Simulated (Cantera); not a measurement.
**Equilibrium for metals in furnace atmospheres: Pb + CO2 + N2**

Charge: 1 mol Pb, a varied amount of CO2, 200 mol N2, equilibrated at 0.0100 bar.

Cantera equilibrium calculation (NASA polynomials, part measured and part estimated; ideal gas, pure solids and liquids). Candidate condensed phases: C, Pb, PbO, PbO2, Pb3O4; 27 gas species. Rates play no part.

Problem. Map the stable condensed phases over T = 725, 800, 875, 950, 1025, 1100, 1175, 1250, 1325, 1400, 1475, 1550, 1625, 1700 K and n(CO2) in mol = 3.4, 4.2, 5.1, 6.3, 7.8, 9.7, 12, 15, 18, 22.

Solution. 
```
T in K \ n(CO2) in mol
         3.4 4.2 5.1 6.3 7.8 9.7  12  15  18  22
   1700    A   A   A   A   A   A   A   A   A   A
   1625    A   A   A   A   A   A   A   A   A   A
   1550    A   A   A   A   A   A   A   A   A   A
   1475    A   A   A   A   A   A   A   A   A   A
   1400    A   A   A   A   A   A   A   A   A   A
   1325    A   A   A   A   A   A   A   A   A   A
   1250    A   A   A   A   A   A   A   A   A   A
   1175    A   A   A   A   A   A   A   A   A   A
   1100    A   A   A   A   A   A   A   A   A   A
   1025    B   B   B   B   B   B   B   B   B   B
    950    B   B   B   B   B   B   B   B   B   C
    875    B   B   C   C   C   C   C   C   C   C
    800    B   B   B   B   C   C   C   C   C   C
    725    B   B   B   B   B   B   B   B   C   C
```
A: gas only; B: Pb; C: Pb + PbO.
